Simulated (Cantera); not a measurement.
**Silicon nitride deposition: SiF₄ + N₂ + H₂**

Feed: 1 mol SiF₄, a varied amount of N₂, 1.3 mol H₂, equilibrated at 1700 K and 0.210 bar.

Method: chemical equilibrium by Gibbs-energy minimisation in Cantera with the NASA 1993 tables (ideal gas, pure condensed phases). Candidate condensed phases: Si, Si₃N₄; 37 gas species. The tables' values for SiF₃, SiF₂ are old estimates; treat these amounts as uncertain. Equilibrium is a limit: real reactors are often held back by kinetics, nucleation or transport.

```csv
n(N₂) (mol),x N₂,x H₂,x SiF₄,x HF,x SiF₃,x SiF₂,x SiHF₃,x H
12,0.834,0.0839,0.0580,0.0123,0.0101,0.000733,0.000690,9.31e-5
22,0.902,0.0490,0.0334,0.00815,0.00668,0.000558,0.000349,7.12e-5
32,0.930,0.0345,0.0233,0.00625,0.00509,0.000465,0.000224,5.97e-5
42,0.946,0.0266,0.0178,0.00513,0.00416,0.000406,0.000160,5.24e-5
52,0.956,0.0216,0.0144,0.00439,0.00354,0.000364,0.000123,4.73e-5
62,0.962,0.0182,0.0120,0.00385,0.00309,0.000332,9.84e-5,4.34e-5
72,0.967,0.0157,0.0103,0.00345,0.00275,0.000307,8.14e-5,4.03e-5
82,0.971,0.0138,0.00900,0.00313,0.00249,0.000287,6.89e-5,3.77e-5
92,0.974,0.0123,0.00799,0.00287,0.00227,0.000270,5.94e-5,3.56e-5
```
x: gas mole fraction; nothing condenses.

From 12 mol N₂ to 92 mol N₂ nothing is condensed. The main Si-bearing gas is SiF₄ throughout.
